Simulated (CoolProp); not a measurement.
200 sccm (0 °C, 1 atm) of nitrogen bubbles through liquid n-heptane at 322.9 K and leaves saturated at a total pressure of 0.0857 MPa (ideal gas phase). Each further row changes one setting.

Model: reference Helmholtz-energy equation of state, Span 2003, in CoolProp. It is a short technical equation, of lower accuracy than the large ones.

```json
[
 {"case": "as stated", "vapour pressure (kPa)": "18.7", "mole fraction of vapour": "…", "delivery (mg/min)": "249", "delivery (sccm)": "…", "change of delivery for a bath 1 K warmer (%)": "5.4"},
 {"case": "bath temperature 327.9 K", "vapour pressure (kPa)": "22.9", "mole fraction of vapour": "0.267", "delivery (mg/min)": "325", "delivery (sccm)": "…", "change of delivery for a bath 1 K warmer (%)": "5.6"},
 {"case": "total pressure 0.171 MPa", "vapour pressure (kPa)": "18.7", "mole fraction of vapour": "0.109", "delivery (mg/min)": "…", "delivery (sccm)": "…", "change of delivery for a bath 1 K warmer (%)": "…"}
]
```

Some entries are withheld; supply them.


- as stated, mole fraction of vapour: 0.218
- as stated, delivery (sccm): 55.8
- bath temperature 327.9 K, delivery (sccm): 72.8
- total pressure 0.171 MPa, delivery (mg/min): 110
- total pressure 0.171 MPa, delivery (sccm): 24.5
- total pressure 0.171 MPa, change of delivery for a bath 1 K warmer (%): 4.7
